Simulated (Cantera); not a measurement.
A Cantera script and its output.

```python
import numpy as np
import cantera as ct

gas = ct.Solution("gri30.yaml")
gas.TPX = 550, 500000, {'CH4': 1, 'H2': 0.075, 'O2': 4.63, 'N2': 17.4, 'H2O': 2}
inlet = ct.Reservoir(gas, clone=True)
gas.equilibrate("HP")  # start burning
reactor = ct.IdealGasConstPressureReactor(gas, energy="on", clone=False)
exhaust = ct.Reservoir(gas, clone=True)
tau = [0.027, 0.0087, 0.0028, 0.00092, 0.0003, 9.8e-05, 3.2e-05, 1e-05, 3.4e-06][0]
for a, b in ((inlet, reactor), (reactor, exhaust)):
    ct.MassFlowController(a, b, mdot=lambda t: reactor.mass / tau)
net = ct.ReactorNet([reactor])
show = ['CH4', 'H2', 'O2', 'CH3', 'CH2CO', 'C2H6', 'C2H2']

rows = []
print(f"{'tau/s':>10s}{'T/K':>9s}" + "".join(f"{s:>11s}" for s in show))
for tau in [0.027, 0.0087, 0.0028, 0.00092, 0.0003, 9.8e-05, 3.2e-05, 1e-05, 3.4e-06]:
    net.initial_time = 0.0
    net.advance(30 * tau)
    before = gas.X
    net.advance(40 * tau)
    drift = np.max(np.abs(gas.X - before) / (gas.X + 1e-9))
    rows.append([gas.T, *gas[show].X, drift])
    print(f"{tau:10.3e}{gas.T:9.1f}" + "".join(f"{x:11.3e}" for x in gas[show].X))
```

Output:

```
     tau/s      T/K        CH4         H2         O2        CH3      CH2CO       C2H6       C2H2
 2.700e-02   1471.1  1.040e-04  4.758e-05  1.040e-01  9.536e-06  6.452e-07  3.062e-07  3.660e-07
 8.700e-03   1450.6  3.258e-04  1.559e-04  1.054e-01  2.257e-05  3.650e-06  1.887e-06  1.014e-06
 2.800e-03    550.0  3.983e-02  2.987e-03  1.844e-01  6.380e-18  3.013e-19  7.382e-19  2.340e-20
 9.200e-04    550.0  3.983e-02  2.987e-03  1.844e-01  2.219e-18  4.235e-22  1.038e-21  3.289e-23
 3.000e-04    550.0  3.983e-02  2.987e-03  1.844e-01  8.284e-19  2.675e-23  6.554e-23  2.077e-24
 9.800e-05    550.0  3.983e-02  2.987e-03  1.844e-01  2.787e-19  1.690e-24  4.140e-24  1.312e-25
 3.200e-05    550.0  3.983e-02  2.987e-03  1.844e-01  9.169e-20  1.067e-25  2.615e-25  8.289e-27
 1.000e-05    550.0  3.983e-02  2.987e-03  1.844e-01  2.896e-20  6.743e-27  1.652e-26  5.236e-28
 3.400e-06    550.0  3.983e-02  2.987e-03  1.844e-01  9.708e-21  4.259e-28  1.043e-27  3.307e-29
```

Computed with Cantera and GRI-Mech 3.0 (53 species, 325 reactions).
